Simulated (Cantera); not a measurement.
What does this Cantera script print?

```python
import numpy as np
import cantera as ct

gas = ct.Solution("gri30.yaml")
gas.TPX = 500, 250000, {'CH4': 1, 'H2': 0.14, 'O2': 2.76, 'N2': 10.4}
flame = ct.FreeFlame(gas, width=0.021)
flame.set_refine_criteria(ratio=3, slope=0.08, curve=0.16)
flame.transport_model = "mixture-averaged"
flame.solve(loglevel=0, auto=True)
z, T = flame.grid, flame.T
thick = (T[-1] - T[0]) / np.gradient(T, z).max()
show = ['CH4', 'H2', 'O2', 'H2O2', 'C2H', 'HO2']
print(f"laminar burning velocity  {flame.velocity[0] * 100:.3f} cm/s")
print(f"burnt temperature         {T[-1]:.1f} K")
print(f"thermal thickness         {thick * 1e3:.4f} mm")
print(f"grid points               {len(z)}")
z0 = z[flame.heat_release_rate.argmax()]
print(f"{'z/mm':>9s}{'T/K':>9s}{'u/(m/s)':>9s}" + "".join(f"{s:>11s}" for s in show))
rows = []
for k in (-3, -2, -1.5, -1, -0.5, -0.25, 0, 0.25, 0.5, 1, 2, 4, 8):
    zz = z0 + k * thick
    rows.append([k * thick, np.interp(zz, z, T), np.interp(zz, z, flame.velocity),
                 *(np.interp(zz, z, flame.X[gas.species_index(s)]) for s in show)])
    print(f"{rows[-1][0] * 1e3:9.3f}{rows[-1][1]:9.1f}{rows[-1][2]:9.3f}" + "".join(f"{x:11.3e}" for x in rows[-1][3:]))
```

It prints:

```
laminar burning velocity  48.353 cm/s
burnt temperature         2070.2 K
thermal thickness         0.2194 mm
grid points               146
     z/mm      T/K  u/(m/s)        CH4         H2         O2       H2O2        C2H        HO2
   -0.658    500.7    0.484  6.989e-02  9.705e-03  1.930e-01  7.878e-08  1.245e-26  1.365e-07
   -0.439    505.5    0.489  6.959e-02  9.581e-03  1.927e-01  7.459e-07  2.733e-23  1.310e-06
   -0.329    521.2    0.504  6.866e-02  9.443e-03  1.917e-01  3.063e-06  2.216e-21  5.572e-06
   -0.219    598.1    0.580  6.426e-02  9.208e-03  1.861e-01  1.439e-05  3.224e-18  3.203e-05
   -0.110    962.0    0.939  4.398e-02  8.886e-03  1.554e-01  4.740e-05  7.013e-13  1.612e-04
   -0.055   1320.0    1.294  2.363e-02  8.632e-03  1.209e-01  2.925e-05  3.222e-10  2.156e-04
    0.000   1667.0    1.637  4.932e-03  7.114e-03  8.236e-02  1.952e-06  1.974e-08  1.414e-04
    0.055   1817.3    1.778  2.428e-04  4.336e-03  6.259e-02  7.994e-07  7.118e-09  3.471e-05
    0.110   1881.2    1.833  7.093e-06  3.164e-03  5.646e-02  6.396e-07  1.870e-10  2.002e-05
    0.219   1954.6    1.895  8.648e-09  2.285e-03  5.244e-02  4.517e-07  9.784e-14  1.219e-05
    0.439   2017.1    1.949  2.299e-13  1.264e-03  5.019e-02  2.834e-07  1.229e-18  6.151e-06
    0.878   2053.0    1.980  1.482e-16  5.451e-04  4.926e-02  1.741e-07  6.859e-23  3.045e-06
    1.755   2067.5    1.992  2.351e-17  2.592e-04  4.899e-02  1.290e-07  1.759e-24  2.066e-06
```

Cantera simulation using GRI-Mech 3.0 (53 species, 325 reactions); the numbers are that mechanism's predictions, not measurements. Burning velocities carry a grid error of a few per cent, more on coarse grids.
